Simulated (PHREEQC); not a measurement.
A solution holds 2.3 mmol/kgw CdCl2, 22 mmol/kgw KCl and 1.8 mmol/kgw HCl, at 92 °C. Closed to the air; pH follows from the charge balance.

The numbers come from PHREEQC with the ion-association model, phreeqc.dat.

Question: The ionic strength comes out as 0.0277 mol/kgw. What activity coefficients do Cd+2, CdCl+, H+, K+, CdCl3- get?

Answer: Cd+2 0.48, CdCl+ 0.83, H+ 0.86, K+ 0.83, CdCl3- 0.83.

No solid was allowed to form. Away from 25 °C the constants follow the database's enthalpies or fits; those with neither stay at their 25 °C values.
